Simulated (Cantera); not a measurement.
A closed system holds: 1 mol Al, 5 mol Cl₂, 9.6 mol N₂, at 525 K and 100 Torr.

Equilibrium computed with Cantera from the NASA thermochemical tables; the gas is ideal and each condensed phase is pure. Candidate condensed phases: Al, AlCl₃, AlN; 11 gas species. Equilibrium is a limit: real reactors are often held back by kinetics, nucleation or transport.

Base state: N₂ 0.705, Cl₂ 0.257, Al₂Cl₆ 0.0355, AlCl₃ 0.00241 (mole fractions); condensed: gas only.

**Question.** What changes in the equilibrium state with this change: temperature from 525 K to 1098.15 K?

**Answer.** 
```json
[
 {"species": "N₂", "before": "0.705", "after": "0.680"},
 {"species": "Cl₂", "before": "0.257", "after": "0.247"},
 {"species": "AlCl₃", "before": "0.00241", "after": "0.0708"},
 {"species": "Al₂Cl₆", "before": "0.0355", "after": "1.95e-5"},
 {"species": "Cl", "before": "<1e-9", "after": "0.00202"}
]
```
